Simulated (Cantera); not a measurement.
A closed system holds: 1 mol Si₃H₈, 0.0059 mol Cl₂, 140 mol N₂, equilibrated at 977 °C and 1000 Pa.

Equilibrium computed with Cantera from the NASA thermochemical tables; the gas is ideal and each condensed phase is pure. Candidate condensed phases: NH₄Cl, Si, Si₃N₄; 28 gas species. The feed counts by its element totals alone. N₂ is the only nitrogen source here; it is nearly inert below about 1500 K, so the nitride shown seldom forms there in practice. The numbers say what is thermodynamically allowed, not how fast it happens.

Base state: N₂ 0.972, H₂ 0.0281, HCl 8.31e-5 (mole fractions); condensed: Si₃N₄(s).

Problem. What changes in the equilibrium state with this change: Si₃H₈ replaced by Si₂Cl₆?

Solution. 
```json
[
 {"species": "N₂", "before": "0.972", "after": "0.989"},
 {"species": "SiCl₄", "before": "<1e-9", "after": "0.00949"},
 {"species": "SiCl₃", "before": "<1e-9", "after": "0.00101"},
 {"species": "H₂", "before": "0.0281", "after": "0"},
 {"species": "SiCl₂", "before": "<1e-9", "after": "0.000775"},
 {"species": "HCl", "before": "8.31e-5", "after": "0"},
 {"species": "Si₃N₄(s), mol", "before": "1.00", "after": "0.136"}
]
```
The tables' values for SiCl₃ are old estimates; treat these amounts as uncertain.
